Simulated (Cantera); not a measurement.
## Pb + CO + H₂ (metals in furnace atmospheres)

Charge: 1 mol Pb, 1.7 mol CO, a varied amount of H₂, held at 1.33 mbar.

Method: chemical equilibrium by Gibbs-energy minimisation in Cantera with the NASA 1993 tables (ideal gas, pure condensed phases). Candidate condensed phases: C, C₆H₆, C₇H₈, C₈H₁₈, H₂O, Pb, PbO, PbO₂, Pb₃O₄; 113 gas species. Kinetics and transport are ignored.

Stable condensed phases:

```
T in °C \ n(H₂) in mol
         5.5 7.7  11  15  21  29  40  56  78 110 150 210
   1127    A   A   A   A   A   A   A   A   A   A   A   A
   1077    A   A   A   A   A   A   A   A   A   A   A   A
   1027    A   A   A   A   A   A   A   A   A   A   A   A
    977    A   A   A   A   A   A   A   A   A   A   A   A
    927    A   A   A   A   A   A   A   A   A   A   A   A
    877    A   A   A   A   A   A   A   A   A   A   A   A
    827    B   B   A   A   A   A   A   A   A   A   A   A
    777    B   B   B   B   B   A   A   A   A   A   A   A
    727    C   B   B   B   B   B   B   B   B   A   A   A
    677    C   C   C   B   B   B   B   B   B   B   B   B
    627    C   C   C   C   B   B   B   B   B   B   B   B
    577    C   C   C   C   C   B   B   B   B   B   B   B
```

A: gas only; B: Pb; C: C + Pb.
